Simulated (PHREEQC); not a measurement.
NaF is added in steps, without added water, to 1 kg of water holding 0.1 mol/kgw AgNO3 and 6.2e-05 mol/kgw HF, at 20 °C. Oxygen is held at 0.21 atm. The system is closed to CO2. Only these solids could form: Ag2O.

Base run: PHREEQC, ion-association model, wateq4f.dat. Each further column changes one thing. The table gives pH.

| NaF added (mol) | base | HF left out | HF replaced by NaF at the same molality | no solid may form |
|---|---|---|---|---|
| 0 | 4.31 | 6.58 | 6.59 | 4.31 |
| 0.008333 | 5.15 | 7.02 | 7.02 | 5.15 |
| 0.01667 | 5.43 | 7.16 | 7.16 | 5.43 |
| 0.025 | 5.60 | 7.25 | 7.25 | 5.60 |
| 0.03333 | 5.73 | 7.31 | 7.31 | 5.73 |
| 0.04167 | 5.83 | 7.37 | 7.37 | 5.83 |
| 0.05 | 5.92 | 7.41 | 7.41 | 5.92 |
| 0.05833 | 5.99 | 7.45 | 7.45 | 5.99 |
| 0.06667 | 6.05 | 7.48 | 7.49 | 6.05 |
| 0.075 | 6.11 | 7.52 | 7.52 | 6.11 |
| 0.08333 | 6.16 | 7.53 | 7.53 | 6.16 |
| 0.09167 | 6.21 | 7.53 | 7.53 | 6.21 |
| 0.1 | 6.25 | 7.54 | 7.54 | 6.25 |
